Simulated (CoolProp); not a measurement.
The numbers come from the reference Helmholtz-energy equation of state, Lemmon 2005 in CoolProp. It is a short technical equation, of lower accuracy than the large ones.

**Question.** Give the vapour pressure (bar), vapour density (kg/m³), liquid cp (kJ/(kg K)) of saturated 1-butene at 52.05 °C.

**Answer.** 
```
T (°C)  p (bar)  vapour density (kg/m³)  liquid cp (kJ/(kg K))
------  -------  ----------------------  ---------------------
52.05      6.27                    15.2                   2.47
```
